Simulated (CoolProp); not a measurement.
Vapour-liquid equilibrium of ethane (1) + hydrogen sulfide (2) at 252.3 K; x and y are mole fractions of (1).

Model: multi-fluid Helmholtz-energy mixture model, Bücker 2006 and Lemmon 2006; pair parameters Kunz 2012, in CoolProp.

Give the bubble pressure and the first vapour's composition at x = 0.15, 0.35, 0.85. Is there an azeotrope?

x = 0.15: 0.9874 MPa, y = 0.494; x = 0.35: 1.212 MPa, y = 0.625; x = 0.85: 1.407 MPa, y = 0.857. y crosses x between x = 0.85 and 0.95: the model has an azeotrope there.

The pair parameters rest on a limited set of measurements; away from them the model extrapolates. With so large a gap from Raoult's law the liquid may split in two, which this calculation doesn't test in full.
